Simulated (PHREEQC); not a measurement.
Consider water at 68 °C with 46 mmol/kgw HF and 0.27 mmol/kgw NaF. Closed to the air; pH follows from the charge balance.

The numbers come from PHREEQC with the ion-association model, phreeqc.dat.

Precipitation was switched off in this run.

Order these F species by the share of F that they hold, largest first: HF2-, F-, HF.

HF (90 %), F- (7.7 %), HF2- (2.8 %)

The pH is 2.44 and the ionic strength 0.00419 mol/kgw. Complexes and solids missing from the database can't appear. At this temperature some constants are extrapolated from 25 °C, and those without enthalpy data are left unchanged.
